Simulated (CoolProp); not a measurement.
A single-stage vapour-compression cycle with 1,2-dichloroethane: evaporating at 304.15 K (dew point), condensing at 350.15 K (bubble point), superheat 10 K, subcooling 8 K, compressor efficiency 0.7, no pressure losses. Each further row changes one setting.

Model: reference Helmholtz-energy equation of state, Thol 2015, in CoolProp.

| case | cooling COP | pressure ratio | discharge temperature (K) | refrigerating effect (kJ/kg) | volumetric capacity (kJ/m³) |
|---|---|---|---|---|---|
| as stated | 4.28 | 5.92 | 397.8 | 310 | 164 |
| evaporating temperature 309.15 K | [?] | [?] | 392.7 | [?] | 205 |
| condensing temperature 345.15 K | 4.86 | 5.01 | [?] | 316 | 168 |
| subcooling 13 K | 4.37 | 5.92 | 397.8 | 316 | 168 |
| superheat 20 K | 4.26 | 5.92 | [?] | 318 | 163 |
| compressor efficiency 0.6 | 3.67 | 5.92 | 410.6 | 310 | 164 |

### Question
Some entries are withheld; supply them.

### Answer

- evaporating temperature 309.15 K, cooling COP: 4.94
- evaporating temperature 309.15 K, pressure ratio: 4.73
- evaporating temperature 309.15 K, refrigerating effect (kJ/kg): 314
- condensing temperature 345.15 K, discharge temperature (K): 389.7
- superheat 20 K, discharge temperature (K): 409.3
